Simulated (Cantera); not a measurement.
Charge: 1 mol K2SO4, 3.8 mol H2O, 4.3 mol H2, held at 1.00 bar.

Method: chemical equilibrium by Gibbs-energy minimisation in Cantera with the NASA 1993 tables (ideal gas, pure condensed phases). Candidate condensed phases: H2O, H2SO4, K, KOH, KO2, K2O, K2O2, K2S, K2SO4, S; 26 gas species. The numbers say what is thermodynamically allowed, not how fast it happens. All values below are at 2100 K.

Base state: H2O 0.536, H2 0.183, KOH 0.110, K 0.0836, SO2 0.0497, S2 0.0115, SO 0.0101, H2S 0.00892 (mole fractions); condensed: gas only.

### Question
What changes in the equilibrium state with this change: K2SO4 replaced by Mg(OH)2?

### Answer
| species | before | after |
|---|---|---|
| H2O | 0.536 | 0.527 |
| H2 | 0.183 | 0.471 |
| H | 0.00133 | 0.00214 |
| KOH | 0.110 | 0 |
| K | 0.0836 | 0 |
| SO2 | 0.0497 | 0 |
| S2 | 0.0115 | 0 |
| SO | 0.0101 | 0 |
| Mg | 0 | 5.29e-5 |
| H2S | 0.00892 | 0 |
| SH | 0.00404 | 0 |
| S | 0.000636 | 0 |
| S2O | 0.000355 | 0 |
| KH | 0.000164 | 0 |
| MgO(s), mol | 0 | 0.999 |
Further candidate phases: Mg, MgO, Mg(OH)2.

### Question
What changes in the equilibrium state with this change: H2 from 4.3 to 5.4 mol?

### Answer
| species | before | after |
|---|---|---|
| H2O | 0.536 | 0.519 |
| H2 | 0.183 | 0.229 |
| KOH | 0.110 | 0.0938 |
| SO2 | 0.0497 | 0.0327 |
| H2S | 0.00892 | 0.0124 |
| S2 | 0.0115 | 0.0140 |
| SO | 0.0101 | 0.00858 |
| K | 0.0836 | 0.0823 |
| KO | 2.16e-5 | 1.64e-5 |
| SH | 0.00404 | 0.00501 |
| OH | 0.000465 | 0.000402 |
| H | 0.00133 | 0.00149 |

### Question
What changes in the equilibrium state with this change: 1.2 mol CO2 added?

### Answer
| species | before | after |
|---|---|---|
| H2O | 0.536 | 0.506 |
| H2 | 0.183 | 0.136 |
| KOH | 0.110 | 0.102 |
| CO | 0 | 0.0590 |
| CO2 | 0 | 0.0446 |
| S2 | 0.0115 | 0.00585 |
| K | 0.0836 | 0.0706 |
| SO2 | 0.0497 | 0.0573 |
| SO | 0.0101 | 0.00912 |
| COS | 0 | 7.59e-5 |
| H2S | 0.00892 | 0.00473 |
| SH | 0.00404 | 0.00249 |
| S2O | 0.000355 | 0.000230 |
Further candidate phases: C, C6H6, C7H8, C8H18, K2CO3.
